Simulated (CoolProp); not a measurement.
Vapour-liquid equilibrium of benzene (1) + ethylbenzene (2) at 531 kPa; x and y are mole fractions of (1).

Computed with CoolProp (multi-fluid Helmholtz-energy mixture model, Thol 2012 and Zhou 2012; pair parameters Bell 2016).

```
x      bubble temperature (K)  y at the bubble point  dew temperature at overall composition x (K)  liquid density (mol/L)
-----  ----------------------  ---------------------  --------------------------------------------  ----------------------
0.05                    479.8                  0.114                                         482.3                   6.528
0.125                   473.4                  0.265                                         479.3                   6.728
0.2                     467.2                  0.396                                         476.2                   6.933
0.275                   461.4                  0.508                                         472.9                   7.143
0.35                    455.8                  0.604                                         469.4                   7.356
0.425                   450.5                  0.685                                         465.8                   7.575
0.5                     445.4                  0.754                                         461.8                   7.798
0.575                   440.6                  0.812                                         457.5                   8.025
0.65                    436.1                  0.861                                         452.8                   8.258
0.725                   431.9                  0.902                                         447.6                   8.496
0.8                     427.9                  0.936                                         441.7                   8.739
0.875                   424.2                  0.964                                         434.7                   8.987
0.95                    420.8                  0.987                                         426.1                   9.241
```

No azeotrope shows between x = 0.05 and 0.95.

The pair parameters rest on a limited set of measurements; away from them the model extrapolates.
